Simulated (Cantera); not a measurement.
Input (Python, Cantera) and output of one run.

```python
import numpy as np
import cantera as ct

gas_names = """
    CL CL2 H HCL H2 Si SiCL SiCL2 SiCL3 SiCL4 SiH SiHCL3 SiH2 SiH2CL2 SiH3 SiH3CL SiH4 Si2 Si3
""".split()
cond_names = """
    Si(cr) Si(L)
""".split()


def load(file, names, dense=False):
    # The tables refer to 1 bar. Condensed volumes are neglected.
    table = {s.name: s for s in ct.Species.list_from_file(file)}
    out = []
    for n in names:
        d = dict(table[n].input_data)
        d["thermo"] = dict(d["thermo"], **{"reference-pressure": 1e5})
        if dense:
            d["equation-of-state"] = {"model": "constant-volume", "density": "1e6 g/cm^3"}
        out.append(ct.Species.from_dict(d))
    return out


gas = ct.Solution(thermo="ideal-gas", species=load("nasa_gas.yaml", gas_names))
cond = {s.name: ct.Solution(thermo="fixed-stoichiometry", species=[s], name=s.name)
        for s in load("nasa_condensed.yaml", cond_names, dense=True)}
atoms = {
    'SiCl4': {'Si': 1, 'CL': 4},
    'Cl2': {'CL': 2},
    'H2': {'H': 2},
}
top_T = {}  # K; cautious upper limits of use, not melting points


def equilibrate(T, P, feed):
    n = {}
    for name, mol in feed.items():
        for a, k in atoms[name].items():
            n[a] = n.get(a, 0.0) + k * mol
    gas.TPX = T, P, n
    mass = sum(n.values()) * gas.mean_molecular_weight
    gas.equilibrate("TP")
    valid = [c for c in cond.values() if c.min_temp <= T <= top_T.get(c.name, c.max_temp)]
    mix = ct.Mixture([(gas, mass / gas.mean_molecular_weight)] + [(c, 0.0) for c in valid])
    mix.T, mix.P = T, P
    mix.equilibrate("TP", solver="vcs", rtol=1e-11, max_steps=5000)
    return mix


results = []
feed = {'SiCl4': 1, 'Cl2': 1.9, 'H2': 0.55}  # mol
T = 873.15  # K
P = 420000  # Pa
mix = equilibrate(T, P, feed)
results.append((T, P, feed, dict(zip(mix.species_names, mix.species_moles))))
print(gas.report(threshold=0.001))
for i in range(1, mix.n_phases):
    print(f"{mix.phase(i).name:16s} {mix.phase_moles(i):12.5e} mol")
```

It prints:

```
       temperature   873.15 K
          pressure   4.2e+05 Pa
           density   5.1263 kg/m^3
  mean mol. weight   88.609 kg/kmol
   phase of matter   gas

                          1 kg             1 kmol
                     ---------------   ---------------
          enthalpy       -2.1568e+06       -1.9111e+08  J
   internal energy       -2.2387e+06       -1.9837e+08  J
           entropy            3343.2        2.9624e+05  J/K
    Gibbs function       -5.0759e+06       -4.4977e+08  J
 heat capacity c_p            620.07             54944  J/K
 heat capacity c_v            526.24             46629  J/K

                      mass frac. Y      mole frac. X     chem. pot. / RT
                     ---------------   ---------------   ---------------
               CL2           0.31309           0.39129            -28.11
               HCL           0.13119           0.31884           -36.369
             SiCL4           0.55572           0.28985           -135.79
     [  +16 minor]        5.4254e-06        1.3561e-05

Si(cr)            0.00000e+00 mol
```

Method: chemical equilibrium by Gibbs-energy minimisation in Cantera with the NASA 1993 tables (ideal gas, pure condensed phases).
